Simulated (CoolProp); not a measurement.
Vapour-liquid equilibrium of benzene (1) + toluene (2) at 0.0066 MPa; x and y are mole fractions of (1).

The numbers come from the multi-fluid Helmholtz-energy mixture model, Thol 2012 and Lemmon 2006; pair parameters Bell 2016 in CoolProp.

Task: Give the bubble temperature and the first vapour's composition at x = 0.25, 0.35, 0.85. Is there an azeotrope?

Result: x = 0.25: 300.1 K, y = 0.522; x = 0.35: 297.3 K, y = 0.642; x = 0.85: 287.0 K, y = 0.953. No azeotrope shows between x = 0.05 and 0.95.

The pair parameters rest on a limited set of measurements; away from them the model extrapolates.
